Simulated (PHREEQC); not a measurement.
Consider water at 70 °C with 0.00065 mol CaSO4, 0.00011 mol NaF and 6.1e-05 mol MgSO4 per kg of water. Closed to the air; pH follows from the charge balance.

Equilibrium calculation in PHREEQC: ion-association model, wateq4f.dat.

Precipitation was switched off in this run.

Question: What pH, ionic strength does the model give?

Answer: pH 6.49; ionic strength 0.00264 mol/kgw.

Question: In which forms is Ca present?

Answer: Ca+2 90 %, CaSO4 10 % of the Ca.

At this temperature some constants are extrapolated from 25 °C, and those without enthalpy data are left unchanged.
